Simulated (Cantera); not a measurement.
**Low-pressure radical oxidation in H2/O2**

An isothermal, constant-pressure homogeneous reactor starts with H₂ : O₂ : N₂ = 0.059 : 1 : 0.2 (molar parts), at 1223 K and 0.0148 atm.

Detailed kinetics in Cantera: GRI-Mech 3.0 (53 species, 325 reactions). Radical loss at walls, strong at low pressure, is not modelled. The temperature is held fixed by assumption; the heat of reaction is taken as removed at once.

```
t (s)         x H₂   x O₂      x OH     x NO₂    x HO₂       x H     x H₂O
--------  --------  -----  --------  --------  -------  --------  --------
2.00e-5     0.0469  0.794  2.25e-10    <1e-12  1.18e-9  9.68e-10  2.65e-11
4.55e-5     0.0469  0.794  9.35e-10    <1e-12  2.69e-9   1.90e-9  2.62e-10
0.000104    0.0469  0.794   3.54e-9    <1e-12  6.12e-9   4.02e-9   2.34e-9
0.000236    0.0469  0.794   1.59e-8    <1e-12  1.40e-8   1.32e-8   2.17e-8
0.000537    0.0469  0.794   1.82e-7    <1e-12  3.26e-8   1.36e-7   3.74e-7
0.00122     0.0468  0.794   3.11e-5    <1e-12  2.40e-7   2.31e-5   6.95e-5
0.00278    0.00309  0.761   0.00494    <1e-12  3.57e-6   0.00965    0.0365
0.00632   0.000812  0.760   0.00327  1.59e-12  3.12e-6   0.00678    0.0412
0.0144    0.000673  0.766   0.00298  4.25e-12  2.99e-6   0.00498    0.0425
0.0328    0.000449  0.774   0.00245  9.11e-12  2.68e-6   0.00262    0.0445
0.0746    0.000208  0.782   0.00167  1.87e-11  2.04e-6  0.000797    0.0463
0.170      6.38e-5  0.787  0.000927  4.13e-11  1.16e-6  0.000134    0.0473
0.386      1.53e-5  0.789  0.000456  8.53e-11  4.83e-7   1.57e-5    0.0477
0.879      3.55e-6  0.789  0.000221  1.32e-10  1.62e-7   1.77e-6    0.0479
2.00       9.10e-7  0.789  0.000112  1.53e-10  5.23e-8   2.32e-7    0.0479
```
x: mole fraction; the columns are a selection and need not sum to one.

Equilibrium at this temperature and pressure: H₂ 9.02e-9, O₂ 0.789, OH 1.12e-5, NO₂ 7.38e-7, HO₂ 1.13e-8, H 2.35e-10, H₂O 0.0480 (gas phase only).
